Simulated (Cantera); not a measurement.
Premixed flame

A freely propagating, adiabatic, planar premixed flame of CO : H₂ : O₂ : N₂ = 1 : 0.22 : 0.847 : 3.19 (molar parts), equivalence ratio 0.72, unburnt at 548 K and 610000 Pa; multicomponent transport, grid criteria slope 0.08 and curve 0.16, no radiation.

Computed with Cantera and GRI-Mech 3.0 (53 species, 325 reactions). The hydrogen kinetics of GRI-Mech 3.0 are dated; newer H2 mechanisms differ, most at raised pressure. Burning velocities carry a grid error of a few per cent, more on coarse grids.

```
z (mm)   T (K)  u (m/s)     x CO      x H₂    x O₂       x O      x NO     x HO₂
-------  -----  -------  -------  --------  ------  --------  --------  --------
-0.320     548    0.736    0.190    0.0414   0.161     <1e-8     <1e-8   1.33e-8
-0.214     548    0.735    0.191    0.0400   0.161     <1e-8     <1e-8   2.20e-7
-0.160     550    0.736    0.191    0.0380   0.162     <1e-8     <1e-8   1.38e-6
-0.107     562    0.749    0.191    0.0334   0.162   1.30e-8   1.09e-8   1.06e-5
-0.0534    694    0.915    0.186    0.0221   0.158   3.25e-6   2.99e-7  0.000179
-0.0267   1010     1.31    0.164    0.0132   0.143  0.000225   2.35e-6  0.000401
0         1430     1.82    0.122   0.00506   0.114   0.00272   7.39e-6  0.000169
0.0267    1717     2.14   0.0819   0.00188  0.0896   0.00544   1.55e-5   7.59e-5
0.0534    1884     2.32   0.0568   0.00141  0.0767   0.00576   2.43e-5   4.34e-5
0.107     2055     2.50   0.0348   0.00117  0.0664   0.00440   4.00e-5   2.06e-5
0.214     2185     2.63   0.0208  0.000738  0.0603   0.00245   6.41e-5   9.08e-6
0.427     2264     2.71   0.0118  0.000413  0.0566   0.00126   9.85e-5   4.80e-6
0.854     2307     2.75  0.00675  0.000240  0.0545  0.000705  0.000146   3.51e-6
```
x: mole fraction of selected species; z is measured from the peak of heat release.

```json
{
  "laminar_burning_velocity": "73.6 cm/s",
  "thermal_thickness": "0.107 mm",
  "peak x(O)": "0.00583",
  "peak x(HO₂)": "0.000418",
  "grid_points": "123"
}
```
